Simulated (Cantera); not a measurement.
Input (Python, Cantera):

```python
import numpy as np
import cantera as ct

gas = ct.Solution("h2o2.yaml")
gas.TPX = 375, 85000, {'H2': 1, 'O2': 0.227, 'N2': 0.855}
flame = ct.FreeFlame(gas, width=0.045)
flame.set_refine_criteria(ratio=3, slope=0.08, curve=0.16)
flame.transport_model = "mixture-averaged"
flame.solve(loglevel=0, auto=True)
z, T = flame.grid, flame.T
thick = (T[-1] - T[0]) / np.gradient(T, z).max()
show = ['H2', 'O2', 'HO2', 'H', 'OH', 'O']
print(f"laminar burning velocity  {flame.velocity[0] * 100:.3f} cm/s")
print(f"burnt temperature         {T[-1]:.1f} K")
print(f"thermal thickness         {thick * 1e3:.4f} mm")
print(f"grid points               {len(z)}")
z0 = z[flame.heat_release_rate.argmax()]
print(f"{'z/mm':>9s}{'T/K':>9s}{'u/(m/s)':>9s}" + "".join(f"{s:>11s}" for s in show))
rows = []
for k in (-3, -2, -1.5, -1, -0.5, -0.25, 0, 0.25, 0.5, 1, 2, 4, 8):
    zz = z0 + k * thick
    rows.append([k * thick, np.interp(zz, z, T), np.interp(zz, z, flame.velocity),
                 *(np.interp(zz, z, flame.X[gas.species_index(s)]) for s in show)])
    print(f"{rows[-1][0] * 1e3:9.3f}{rows[-1][1]:9.1f}{rows[-1][2]:9.3f}" + "".join(f"{x:11.3e}" for x in rows[-1][3:]))
```

It prints:

```
laminar burning velocity  402.628 cm/s
burnt temperature         2033.4 K
thermal thickness         0.4600 mm
grid points               126
     z/mm      T/K  u/(m/s)         H2         O2        HO2          H         OH          O
   -1.380    375.0    4.026  4.803e-01  1.090e-01  2.204e-13  7.951e-17  2.385e-16  5.116e-14
   -0.920    375.0    4.026  4.803e-01  1.090e-01  1.705e-11  3.973e-15  1.182e-14  2.528e-12
   -0.690    375.0    4.026  4.803e-01  1.090e-01  7.005e-10  1.102e-13  3.179e-13  6.475e-11
   -0.460    375.1    4.027  4.802e-01  1.090e-01  1.162e-07  7.831e-11  1.389e-10  4.420e-09
   -0.230    405.3    4.316  4.752e-01  1.096e-01  2.088e-04  3.600e-05  3.935e-05  4.207e-06
   -0.115    696.6    7.203  4.402e-01  1.025e-01  1.979e-04  5.818e-03  7.349e-04  1.845e-04
    0.000   1093.8   11.004  3.624e-01  7.345e-02  7.212e-05  3.388e-02  1.156e-03  1.676e-03
    0.115   1364.1   13.631  2.830e-01  2.710e-02  2.401e-05  6.546e-02  2.259e-03  2.450e-03
    0.230   1489.2   14.834  2.532e-01  6.349e-03  5.404e-06  7.457e-02  2.350e-03  1.251e-03
    0.460   1595.9   15.804  2.509e-01  5.318e-04  4.348e-07  6.774e-02  2.448e-03  5.815e-04
    0.920   1699.6   16.710  2.594e-01  1.729e-04  1.481e-07  5.398e-02  2.517e-03  4.202e-04
    1.840   1799.9   17.565  2.684e-01  1.048e-04  9.281e-08  3.977e-02  2.317e-03  2.662e-04
    3.680   1885.8   18.280  2.762e-01  5.385e-05  5.197e-08  2.724e-02  1.881e-03  1.402e-04
```

Model: the H2/O2 subset of GRI-Mech 3.0, which has no nitrogen chemistry, integrated in Cantera. Burning velocities carry a grid error of a few per cent, more on coarse grids.
